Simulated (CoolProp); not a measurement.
Vapour-liquid equilibrium of isopentane (1) + R365MFC (2) at 0.18 bar; x and y are mole fractions of (1).

Values from CoolProp's multi-fluid Helmholtz-energy mixture model, Lemmon 2006 and Lemmon 2016; pair parameters Bell 2016.

Problem. Give the bubble temperature and the first vapour's composition at x = 0.05, 0.2, 0.875. Is there an azeotrope?

Solution. x = 0.05: 266.0 K, y = 0.322; x = 0.2: 257.4 K, y = 0.622; x = 0.875: 255.6 K, y = 0.767. y crosses x between x = 0.65 and 0.725: the model has an azeotrope there.

Pair parameters are fitted to limited data, so mixtures are less certain than the pure fluids. With so large a gap from Raoult's law the liquid may split in two, which this calculation doesn't test in full.
